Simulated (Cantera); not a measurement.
Charge: 1 mol Fe₃O₄, 1.1 mol C, 0.23 mol H₂, held at 1.00 bar.

Method: chemical equilibrium by Gibbs-energy minimisation in Cantera with the NASA 1993 tables (ideal gas, pure condensed phases). Candidate condensed phases: C, C₆H₆, C₇H₈, C₈H₁₈, Fe, Fe(CO)₅, FeO, Fe(OH)₂, Fe(OH)₃, Fe₂O₃, Fe₃O₄, H₂O; 114 gas species. Mutual solubility and eutectic melting of coexisting phases are not modelled. The tables' stoichiometric FeO is somewhat more stable than real wüstite, so its field is too wide. FeO: taken at fixed stoichiometry. The numbers say what is thermodynamically allowed, not how fast it happens.

**Question.** At 1252 °C, list the 4 most abundant gas species with their mole fractions, and the condensed phases.

**Answer.** CO 0.713, H₂ 0.121, CO₂ 0.114, H₂O 0.0519. Condensed: Fe(γ) + FeO(s).
